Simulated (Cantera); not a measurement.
Charge: 1 mol Cu, 5.8 mol F2, 1 mol H2, at 0.100 bar.

Method: chemical equilibrium by Gibbs-energy minimisation in Cantera with the NASA 1993 tables (ideal gas, pure condensed phases). Candidate condensed phases: Cu, CuF2; 15 gas species. Kinetics and transport are ignored. All values below are at 1423 K.

Base state: F 0.700, HF 0.191, CuF2 0.0956, F2 0.0136 (mole fractions); condensed: gas only.

**Question.** What changes in the equilibrium state with this change: F2 from 5.8 to 0.81 mol?

**Answer.** 
| species | before | after |
|---|---|---|
| HF | 0.191 | 0.895 |
| H2 | <1e-9 | 0.105 |
| CuF | 1.74e-6 | 3.94e-5 |
| F | 0.700 | <1e-9 |
| CuF2 | 0.0956 | 2.74e-9 |
| F2 | 0.0136 | <1e-9 |
| Cu | <1e-9 | 2.09e-5 |
| Cu(l), mol | 0 | 1.000 |
